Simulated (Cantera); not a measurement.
A freely propagating, adiabatic, planar premixed flame of 21.2 % H2, 16.1 % O2, 60.5 % N2, 2.12 % H2O, equivalence ratio 0.66, unburnt at 550 K and 2.76 atm; mixture-averaged transport, grid criteria slope 0.08 and curve 0.16, no radiation.

Detailed kinetics in Cantera: the H2/O2 subset of GRI-Mech 3.0, which has no nitrogen chemistry. The hydrogen kinetics of GRI-Mech 3.0 are dated; newer H2 mechanisms differ, most at raised pressure. Burning velocities carry a grid error of a few per cent, more on coarse grids. Lean hydrogen flames are cellular in practice and burn faster than this planar one.

Problem. Predict: laminar burning velocity; thermal thickness; peak x(H); peak x(O); peak x(OH).

Solution. 
```
Item                        Result
------------------------  --------
laminar burning velocity  291 cm/s
thermal thickness         0.114 mm
peak x(H)                   0.0108
peak x(O)                  0.00678
peak x(OH)                  0.0110
```
